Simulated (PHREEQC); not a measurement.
Buffer (model solution)

Solution (80 °C): 0.0092 mol/kgw NaHCO3, 0.28 mol/kgw Na2SO4 and 0.02 mol/kgw NaCl. Closed to the air; pH follows from the charge balance.

Computed with PHREEQC (ion-association model, wateq4f.dat).

Each row changes one thing in this solution. This is a speciation only: nothing precipitates in the calculation.

```csv
case,pH,ionic strength (mol/kgw),Na+ (mol/kgw),SO4-2 (mol/kgw),NaSO4- (mol/kgw),HCO3- (mol/kgw),SI of Nahcolite (NaHCO3),SI of Mirabilite (Na2SO4:10H2O)
as made,7.19,0.674,0.491,0.183,0.0968,0.00729,-2.68,-3.62
diluted 100-fold with water,7.38,0.00855,0.00582,0.00273,7.00e-5,8.45e-5,-6.28,-8.36
diluted 2-fold with water,7.34,0.361,0.258,0.104,0.0364,0.00387,-3.20,-4.27
temperature from 80 to 50 °C,7.42,0.680,0.494,0.186,0.0942,0.00771,-2.42,-2.46
NaHCO3 from 0.0092 to 0.00184 mol/kgw,7.18,0.669,0.485,0.184,0.0962,0.00146,-3.38,-3.63
temperature from 80 to 75 °C,7.22,0.675,0.491,0.183,0.0965,0.00738,-2.64,-3.44
NaHCO3 from 0.0092 to 0.046 mol/kgw,7.18,0.700,0.520,0.180,0.0995,0.0362,-1.96,-3.59
```

The ionic strength passes 0.7 mol/kgw, the rough limit of the ion-association models, in NaHCO3 from 0.0092 to 0.046 mol/kgw. Complexes and solids missing from the database can't appear. Away from 25 °C the constants follow the database's enthalpies or fits; those with neither stay at their 25 °C values.
